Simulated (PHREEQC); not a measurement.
A solution holds 3.5 mmol/kgw NiCl2, at 20 °C. Closed to the air; pH follows from the charge balance.

Equilibrium calculation in PHREEQC: ion-association model, wateq4f.dat.

Precipitation was switched off in this run.

Problem. What pH does the model give?

Solution. pH 6.32.

Problem. In which forms is Ni present?

Solution. Ni+2 99 %, NiCl+ 1.1 % of the Ni.
